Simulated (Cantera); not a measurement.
A closed system holds: 1 mol SiH2Cl2, 1.1 mol NO, at 1225 °C and 1.00 bar.

Cantera equilibrium calculation (NASA polynomials, part measured and part estimated; ideal gas, pure solids and liquids). Candidate condensed phases: H2O, NH4Cl, Si, SiO2, Si2N2O, Si3N4; 47 gas species. Mutual solubility and eutectic melting of coexisting phases are not modelled. The tables' values for SiCl3 are old estimates; treat these amounts as uncertain. The tables hold silica as quartz up to 1696 K and as liquid above; real silica turns to tridymite and cristobalite and melts near 1996 K. Equilibrium is a limit: real reactors are often held back by kinetics, nucleation or transport.

Base state: HCl 0.666, N2 0.154, H2 0.119, SiCl4 0.0560, SiCl3 0.00361, SiHCl3 0.00103, SiCl2 0.000742, H2O 4.90e-5 (mole fractions); condensed: SiO2(β-quartz) + Si2N2O(s).

Problem. What changes in the equilibrium state with this change: 1.8 mol N2 added?

Solution. 
| species | before | after |
|---|---|---|
| N2 | 0.154 | 0.526 |
| HCl | 0.666 | 0.404 |
| H2 | 0.119 | 0.0465 |
| SiCl4 | 0.0560 | 0.0219 |
| SiHCl3 | 0.00103 | 0.000260 |
| SiCl3 | 0.00361 | 0.00145 |
| SiCl2 | 0.000742 | 0.000308 |
| H2O | 4.90e-5 | 2.88e-5 |
| Cl | 2.68e-5 | 2.60e-5 |
| SiO2(β-quartz), mol | 0.445 | 0.432 |
| Si2N2O(s), mol | 0.210 | 0.236 |

Problem. What changes in the equilibrium state with this change: NO from 1.1 to 4.3 mol?

Solution. 
```
species               before     after
-------------------  -------  --------
N2                     0.154     0.411
HCl                    0.666     0.305
O2                     <1e-9     0.200
SiCl4                 0.0560   3.91e-9
H2                     0.119   1.60e-7
Cl2                  2.15e-7    0.0336
H2O                  4.90e-5    0.0389
Cl                   2.68e-5    0.0106
SiCl3                0.00361     <1e-9
SiHCl3               0.00103     <1e-9
NO                     <1e-9  0.000855
SiO2(β-quartz), mol    0.445      1.00
Si2N2O(s), mol         0.210         0
```
Gases not in the tables: Si(OH)4.

Problem. What changes in the equilibrium state with this change: NO from 1.1 to 14 mol?

Solution. 
```
species               before    after
-------------------  -------  -------
N2                     0.154    0.468
O2                     <1e-9    0.393
HCl                    0.666    0.102
SiCl4                 0.0560    <1e-9
H2                     0.119  4.72e-8
Cl2                  2.15e-7   0.0127
H2O                  4.90e-5   0.0160
SiCl3                0.00361    <1e-9
NO                     <1e-9  0.00128
SiO2(β-quartz), mol    0.445     1.00
Si2N2O(s), mol         0.210        0
```
Gases not in the tables: Si(OH)4.
